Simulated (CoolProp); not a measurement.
Computed with CoolProp (reference Helmholtz-energy equation of state, Lemmon 2006). It is a short technical equation, of lower accuracy than the large ones.

Task: For CH3F (R41), give the phase and the cv (kJ/(kg K)), speed of sound (m/s), Joule-Thomson coefficient (K/MPa), fugacity coefficient at 173.5 K and 18400 kPa; 280.5 K and 18400 kPa.

Result: 
- 173.5 K and 18400 kPa: liquid; cv 1.33, speed of sound 1300, Joule-Thomson coefficient -0.354, fugacity coefficient 0.00226
- 280.5 K and 18400 kPa: liquid; cv 1.19, speed of sound 775, Joule-Thomson coefficient -0.0348, fugacity coefficient 0.143
